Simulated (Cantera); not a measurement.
An adiabatic, constant-volume homogeneous reactor starts with CO : H₂ : CH₄ : O₂ : N₂ : CO₂ = 1 : 0.16 : 0.27 : 0.862 : 3.24 : 0.21 (molar parts), at 1648 K and 2250 Torr. Integrator tolerance rtol = 1e-08.

Detailed kinetics in Cantera: GRI-Mech 3.0 (53 species, 325 reactions). Above 3000 K some thermodynamic fits are extrapolated.

**Question.** What does this change do: initial temperature 1648 to 1573 K?

**Answer.** 
```json
[
 {"quantity": "time of steepest temperature rise", "before": "35.5 µs", "after": "52.1 µs"},
 {"quantity": "temperature at 1.00 s", "before": "3006 K", "after": "2987 K"},
 {"quantity": "equilibrium temperature", "before": "3006 K", "after": "2987 K"},
 {"quantity": "x(CO) at 1.00 s", "before": "0.136 (gas-phase equilibrium 0.136)", "after": "0.133 (gas-phase equilibrium 0.133)"},
 {"quantity": "x(H₂) at 1.00 s", "before": "0.0142 (gas-phase equilibrium 0.0142)", "after": "0.0137 (gas-phase equilibrium 0.0137)"},
 {"quantity": "x(CH₄) at 1.00 s", "before": "<1e-12 (gas-phase equilibrium <1e-12)", "after": "<1e-12 (gas-phase equilibrium <1e-12)"},
 {"quantity": "x(OH) at 1.00 s", "before": "0.0187 (gas-phase equilibrium 0.0187)", "after": "0.0176 (gas-phase equilibrium 0.0176)"},
 {"quantity": "x(N₂O) at 1.00 s", "before": "1.33e-6 (gas-phase equilibrium 1.33e-6)", "after": "1.28e-6 (gas-phase equilibrium 1.28e-6)"},
 {"quantity": "x(CH₃) at 1.00 s", "before": "<1e-12 (gas-phase equilibrium <1e-12)", "after": "<1e-12 (gas-phase equilibrium <1e-12)"},
 {"quantity": "x(C₂H) at 1.00 s", "before": "<1e-12 (gas-phase equilibrium <1e-12)", "after": "<1e-12 (gas-phase equilibrium <1e-12)"}
]
```
